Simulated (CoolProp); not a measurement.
Carbonyl sulfide along the isobar 4.56 MPa: fugacity coefficient from the reference equation and from simpler models built on Tc = 378.8 K, pc = 6.369 MPa, ω = 0.098; each cubic takes its own stable root.

Model: reference Helmholtz-energy equation of state, Lemmon 2006, in CoolProp. It is a short technical equation, of lower accuracy than the large ones.

| T (K) | phase | reference |
|---|---|---|
| 255.3 | liquid | 0.08392 |
| 282.3 | liquid | 0.1810 |
| 309.3 | liquid | 0.3292 |
| 336.4 | liquid | 0.5260 |
| 363.4 | gas | 0.7290 |
| 390.4 | gas | 0.7867 |
| 417.4 | gas | 0.8280 |
| 444.5 | gas | 0.8596 |
| 471.5 | gas | 0.8843 |
| 498.5 | gas | 0.9040 |
| 525.6 | gas | 0.9200 |

### Question
How far does each simpler model (van der Waals, Redlich-Kwong, Peng-Robinson) lie from the reference over these 11 states: mean and median of the absolute difference, and the worst?

### Answer
- van der Waals: mean 32.9 %, median 2.2 %, worst +176.5 % at 255.3 K and 4.56 MPa
- Redlich-Kwong: mean 3.3 %, median 0.7 %, worst +10.0 % at 255.3 K and 4.56 MPa
- Peng-Robinson: mean 1.6 %, median 1.7 %, worst -2.6 % at 390.4 K and 4.56 MPa
